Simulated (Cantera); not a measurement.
Feed: 1 mol N2O, 1.6 mol H2O, equilibrated at 12.8 Torr.

These are equilibrium values from Cantera (NASA tables, ideal gas, pure condensed phases), not measurements of a reactor. Candidate condensed phases: H2O; 24 gas species. The numbers say what is thermodynamically allowed, not how fast it happens.

x: gas mole fraction; nothing condenses.

| T (K) | x H2O | x N2 | x O2 | x OH | x NO | x H2 |
|---|---|---|---|---|---|---|
| 1600 | 0.515 | 0.322 | 0.160 | 0.00104 | 0.00108 | 6.55e-5 |
| 1650 | 0.515 | 0.322 | 0.160 | ? | ? | ? |
| 1700 | 0.514 | 0.322 | 0.160 | 0.00213 | 0.00162 | 0.000198 |
| 1750 | 0.514 | 0.321 | 0.159 | ? | ? | ? |
| 1800 | 0.513 | 0.321 | 0.159 | 0.00403 | 0.00231 | 0.000531 |
| 1850 | 0.511 | 0.321 | 0.158 | 0.00540 | 0.00272 | 0.000835 |
| 1900 | 0.510 | 0.320 | 0.158 | 0.00712 | 0.00317 | 0.00128 |
| 1950 | 0.507 | 0.319 | 0.157 | 0.00923 | 0.00366 | 0.00192 |

Question: What belongs in the gaps?

Answer: 
- 1650, x OH: 0.00151
- 1650, x NO: 0.00133
- 1650, x H2: 0.000116
- 1750, x OH: 0.00296
- 1750, x NO: 0.00194
- 1750, x H2: 0.000329
